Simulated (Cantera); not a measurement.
Cantera with NASA thermochemical tables; ideal gases at 1 bar, condensed phases pure. Values are per mole of reaction as written; species without (g) are pure solids or liquids, kept so even where they would boil at 1 bar.

C2H6(g) ⇌ 2 C + 3 H2(g), with ΔH° = 83.9 kJ and ΔS° = 174.6 J/K at 300 K.

Problem. How far is the shortcut ΔG° ≈ ΔH°(300 K) − T·ΔS°(300 K) from the full temperature-dependent value at 848, 998, 1148, 1298, 1448, 1598, 1748, 1898, 2048, 2198 K?

Solution. 
```
T (K)  shortcut (kJ)  full (kJ)  difference (kJ)  difference in log10 K
-----  -------------  ---------  ---------------  ---------------------
848            -64.1      -78.3             14.1                  -0.87
998            -90.3     -110.5             20.2                  -1.06
1148          -116.5     -143.0             26.5                  -1.21
1298          -142.7     -175.6             32.9                  -1.33
1448          -168.9     -208.3             39.4                  -1.42
1598          -195.1     -241.0             46.0                  -1.50
1748          -221.3     -273.7             52.4                  -1.57
1898          -247.5     -306.3             58.9                  -1.62
2048          -273.6     -338.9             65.3                  -1.66
2198          -299.8     -371.4             71.6                  -1.70
```
The shortcut ignores the heat-capacity change of the reaction.
